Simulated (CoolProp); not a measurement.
n-perfluorobutane along the isotherm -0.05 °C: density (kg/m³) from the reference equation and from simpler models built on Tc = 113.2 °C, pc = 2.322 MPa, ω = 0.372; each cubic takes its own stable root.

Values from CoolProp's reference Helmholtz-energy equation of state, Gao 2022.

```tsv
p (MPa)	phase	reference
0.011	gas	1.159
0.0251	gas	2.661
0.0571	gas	6.143
0.13	liquid	1589
0.296	liquid	1590
0.673	liquid	1592
1.53	liquid	1597
3.48	liquid	1607
```

Problem. How far does each simpler model (van der Waals, Peng-Robinson) lie from the reference over these 8 states: mean and median of the absolute difference, and the worst?

Solution. 
- van der Waals: mean 38.8 %, median 36.9 %, worst -99.1 % at -0.05 °C and 0.13 MPa
- Peng-Robinson: mean 4.5 %, median 6.9 %, worst +7.5 % at -0.05 °C and 3.48 MPa

At some of these states van der Waals gives the other phase, because its saturation line lies elsewhere.
